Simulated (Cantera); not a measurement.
**N2O furnace oxynitridation**

An isothermal, constant-pressure homogeneous reactor starts with 3.22 % N₂O, 0.0677 % H₂, 96.7 % N₂, at 1175 K and 2800 Pa.

Cantera simulation using GRI-Mech 3.0 (53 species, 325 reactions); the numbers are that mechanism's predictions, not measurements. GRI-Mech 3.0 was tuned for natural gas; its chemistry of N2O as a main component is partial and can be far from experiment. Radical loss at walls, strong at low pressure, is not modelled. The mechanism lacks 2 NO + O2 → 2 NO2 and HONO, so NO2 and the effect of NO are under-described below about 1400 K.

```
t (s)      x N₂O      x H₂     x H₂O    x H₂O₂       x H
--------  ------  --------  --------  --------  --------
2.00e-5   0.0322  0.000677    <1e-12    <1e-12  3.42e-12
7.23e-5   0.0322  0.000677    <1e-12    <1e-12  4.40e-11
0.000262  0.0322  0.000677  2.20e-11    <1e-12  5.44e-10
0.000946  0.0322  0.000677   1.07e-9    <1e-12   5.97e-9
0.00342   0.0322  0.000677   5.00e-8    <1e-12   5.21e-8
0.0124    0.0322  0.000675   1.67e-6  3.14e-12   3.35e-7
0.0447    0.0322  0.000644   3.06e-5  1.32e-10   1.26e-6
0.162     0.0319  0.000423  0.000249  4.32e-10   1.69e-6
0.585     0.0314   8.35e-5  0.000591  3.35e-10   2.47e-7
2.11      0.0308   4.23e-6  0.000671  6.77e-11   1.33e-8
7.65      0.0290   1.90e-8  0.000675  2.98e-11   7.18e-9
27.7      0.0234   1.73e-8  0.000673  2.59e-11   7.91e-9
100       0.0108   2.00e-8  0.000669  2.50e-11   9.39e-9
```
x: mole fraction; the columns are a selection and need not sum to one.

Equilibrium at this temperature and pressure: N₂O 6.54e-10, H₂ 2.41e-10, H₂O 0.000666, H₂O₂ <1e-12, H 1.14e-11 (gas phase only).
